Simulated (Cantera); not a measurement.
Mixture: CH3OH : O2 : N2 = 1 : 0.882 : 2.56 (molar parts), equivalence ratio 1.7, at 630000 Pa, adiabatic and at constant pressure. Ignition delay is the time to a rise of 400 K.

Computed with Cantera and GRI-Mech 3.0 (53 species, 325 reactions). GRI-Mech 3.0 was tuned for natural gas; its chemistry of methanol as a main component is partial and can be far from experiment.

**Question.** What does this change do: 0.034 parts H2 added?

**Answer.** 
| quantity | before | after |
|---|---|---|
| delay at 1075 K | 18.6 ms | 15.5 ms |
| delay at 1225 K | 1.17 ms | 1.10 ms |
| delay at 1375 K | 0.139 ms | 0.136 ms |
| delay at 1525 K | 27.4 µs | 27.0 µs |
| apparent activation energy between 1450 and 1600 K | 180 kJ/mol | 180 kJ/mol |
